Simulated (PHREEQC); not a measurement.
**Buffer (model solution)**

Dissolve 0.067 mol/kgw NH4Cl, 0.0026 mol/kgw NaF and 0.2 mol/kgw KCl at 80 °C. Closed to the air; pH follows from the charge balance.

Equilibrium calculation in PHREEQC: ion-association model, phreeqc.dat.

No solid was allowed to form.

Predict the pH.

pH 5.08.

In which forms is F present?

F- 98 %, HF 2.2 % of the F.

Species that the database lacks are ignored. At this temperature some constants are extrapolated from 25 °C, and those without enthalpy data are left unchanged.
